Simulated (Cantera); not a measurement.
Feed: 1 mol TiCl₄, 3.5 mol CH₄, 78 mol H₂, held at 10000 Pa.

Cantera equilibrium calculation (NASA polynomials, part measured and part estimated; ideal gas, pure solids and liquids). Candidate condensed phases: C, C₆H₆, C₇H₈, C₈H₁₈, Ti, TiC, TiCl₂, TiCl₃, TiCl₄; 96 gas species. TiC: taken at fixed stoichiometry. Equilibrium is a limit: real reactors are often held back by kinetics, nucleation or transport.

Task: What share of the Ti ends up in condensed phases as a function of T (K), at 1000, 1025, 1050, 1075, 1100, 1125, 1150, 1175, 1200?

Result: 
```json
[
 {"T (K)": "1000", "Ti condensed (%)": "89.7", "as": "TiC(s)"},
 {"T (K)": "1025", "Ti condensed (%)": "93.1", "as": "TiC(s)"},
 {"T (K)": "1050", "Ti condensed (%)": "95.4", "as": "TiC(s)"},
 {"T (K)": "1075", "Ti condensed (%)": "96.9", "as": "TiC(s)"},
 {"T (K)": "1100", "Ti condensed (%)": "97.9", "as": "TiC(s)"},
 {"T (K)": "1125", "Ti condensed (%)": "98.5", "as": "TiC(s)"},
 {"T (K)": "1150", "Ti condensed (%)": "98.9", "as": "TiC(s)"},
 {"T (K)": "1175", "Ti condensed (%)": "99.2", "as": "TiC(s)"},
 {"T (K)": "1200", "Ti condensed (%)": "99.4", "as": "TiC(s)"}
]
```
